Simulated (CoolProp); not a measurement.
The numbers come from the reference Helmholtz-energy equation of state, Lemmon 2006 in CoolProp. It is a short technical equation, of lower accuracy than the large ones.

**Question.** Give the vapour pressure (MPa), liquid density (kg/m³), vapour density (kg/m³), enthalpy of vaporisation (kJ/kg) of saturated acetone at 355.6, 388 K.

**Answer.** 
| T (K) | p (MPa) | liquid density (kg/m³) | vapour density (kg/m³) | enthalpy of vaporisation (kJ/kg) |
|---|---|---|---|---|
| 355.6 | 0.231 | 717 | 4.97 | 471 |
| 388 | 0.537 | 673 | 11.3 | 428 |
